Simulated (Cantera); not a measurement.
A perfectly stirred reactor is fed with CH4 : H2 = 1 : 7.7 (molar parts), at 101000 Pa; it is held at 1650 K, and followed from long to short residence time.

Model: GRI-Mech 3.0 (53 species, 325 reactions), integrated in Cantera. GRI-Mech 3.0 stops at C3 and has no aromatics, soot or wall deposition, so with more carbon than oxygen in the feed, carbon stays in small species such as C2H2 where larger ones or solid carbon would form.

**Question.** What does this change do: pressure from 101000 Pa to 2670 Pa?

**Answer.** 
```json
[
 {"quantity": "x(CH4) at τ = 2.10 s", "before": "0.0388", "after": "0.0407"},
 {"quantity": "x(H2) at τ = 2.10 s", "before": "0.927", "after": "0.925"},
 {"quantity": "x(H) at τ = 2.10 s", "before": "8.61e-5", "after": "0.000436"},
 {"quantity": "x(C2H4) at τ = 2.10 s", "before": "0.00219", "after": "0.000160"},
 {"quantity": "x(CH2) at τ = 2.10 s", "before": "6.64e-9", "after": "1.60e-7"},
 {"quantity": "x(CH4) at τ = 8.90 ms", "before": "0.109", "after": "0.114"},
 {"quantity": "x(H2) at τ = 8.90 ms", "before": "0.888", "after": "0.885"},
 {"quantity": "x(H) at τ = 8.90 ms", "before": "7.47e-5", "after": "0.000135"},
 {"quantity": "x(C2H4) at τ = 8.90 ms", "before": "0.000476", "after": "7.17e-5"},
 {"quantity": "x(CH2) at τ = 8.90 ms", "before": "1.46e-8", "after": "4.80e-8"}
]
```
Radical loss at walls, strong at low pressure, is not modelled.
